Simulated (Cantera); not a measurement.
Cantera run, input and output.

```python
import numpy as np
import cantera as ct

gas = ct.Solution("gri30.yaml")


def delay(T, t_max=10):
    gas.TPX = T, 1300000, {'C2H4': 1, 'O2': 4.05, 'N2': 12.2, 'H2O': 0.51}
    reactor = ct.IdealGasConstPressureReactor(gas, clone=False)
    net = ct.ReactorNet([reactor])
    net.rtol, net.atol = 1e-8, 1e-16
    while net.time < t_max:
        t_old, T_old = net.time, reactor.T
        net.step()
        if reactor.T > T + 400:  # ignition: a rise of 400 K
            return t_old + (T + 400 - T_old) / (reactor.T - T_old) * (net.time - t_old)
    return np.nan


taus = []
for T in [1275, 1350, 1425, 1500, 1575]:
    taus.append(delay(T))
    print(f"T0 = {T:6g} K   tau = {taus[-1]:.4e} s")

# d ln(tau) / d ln(k), from doubling and halving each rate constant
T, sens = 1350, []
for i in range(gas.n_reactions):
    gas.set_multiplier(2.0, i)
    up = delay(T)
    gas.set_multiplier(0.5, i)
    down = delay(T)
    gas.set_multiplier(1.0, i)
    sens.append((np.log(up / down) / np.log(4.0), gas.reaction(i).equation))
sens.sort(key=lambda x: -abs(x[0]))
print(f"sensitivities at {T} K")
for s, eq in sens[:10]:
    print(f"{s:8.3f}  {eq}")
```

It prints:

```
T0 =   1275 K   tau = 1.4461e-04 s
T0 =   1350 K   tau = 3.8375e-05 s
T0 =   1425 K   tau = 1.1852e-05 s
T0 =   1500 K   tau = 5.1264e-06 s
T0 =   1575 K   tau = 2.9509e-06 s
sensitivities at 1350 K
  -1.142  H + O2 <=> O + OH
  -0.985  C2H3 + O2 <=> CH2CHO + O
   0.859  C2H3 + O2 <=> CH2O + HCO
  -0.596  C2H4 + O <=> CH2CHO + H
   0.578  C2H4 + O <=> CH3 + HCO
   0.428  H + O2 + N2 <=> HO2 + N2
   0.290  C2H4 + H (+M) <=> C2H5 (+M)
   0.258  H + O2 + H2O <=> HO2 + H2O
  -0.245  C2H4 + H <=> C2H3 + H2
  -0.210  C2H4 + CH3 <=> C2H3 + CH4
```

Cantera simulation using GRI-Mech 3.0 (53 species, 325 reactions); the numbers are that mechanism's predictions, not measurements. GRI-Mech 3.0 was tuned for natural gas; its chemistry of ethylene as a main component is partial and can be far from experiment. The pressure lies above the range GRI-Mech 3.0 was tuned for (to about 10 atm).
